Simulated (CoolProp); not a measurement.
Vapour-liquid equilibrium of R1234yf (1) + R1234ze(E) (2) at 0.14 MPa; x and y are mole fractions of (1).

Model: multi-fluid Helmholtz-energy mixture model, Lemmon 2022 and Thol 2016; pair parameters Bell 2022, in CoolProp.

| x | bubble temperature (°C) | y at the bubble point | dew temperature at overall composition x (°C) | liquid density (mol/L) |
|---|---|---|---|---|
| 0.05 | -12.0 | 0.076 | -11.8 | 11.15 |
| 0.125 | -13.0 | 0.181 | -12.5 | 11.14 |
| 0.2 | -14.0 | 0.277 | -13.2 | 11.12 |
| 0.275 | -14.9 | (withheld) | -14.0 | (withheld) |
| 0.35 | -15.7 | 0.448 | -14.7 | 11.09 |
| 0.425 | -16.5 | 0.525 | -15.5 | 11.07 |
| 0.5 | -17.3 | 0.598 | -16.2 | (withheld) |
| 0.575 | -18.0 | 0.667 | -17.0 | (withheld) |
| 0.65 | -18.7 | 0.733 | (withheld) | 11.00 |
| 0.725 | (withheld) | 0.795 | -18.6 | 10.98 |
| 0.8 | -20.1 | 0.855 | -19.5 | 10.95 |
| 0.875 | -20.8 | 0.912 | -20.3 | (withheld) |
| 0.95 | -21.4 | 0.966 | -21.2 | (withheld) |

Q: Some entries are withheld; supply them.

A: 
- 0.275, y at the bubble point: 0.365
- 0.275, liquid density (mol/L): 11.10
- 0.5, liquid density (mol/L): 11.04
- 0.575, liquid density (mol/L): 11.02
- 0.65, dew temperature at overall composition x (°C): -17.8
- 0.725, bubble temperature (°C): -19.4
- 0.875, liquid density (mol/L): 10.93
- 0.95, liquid density (mol/L): 10.90

No azeotrope shows between x = 0.05 and 0.95.

Pair parameters are fitted to limited data, so mixtures are less certain than the pure fluids.
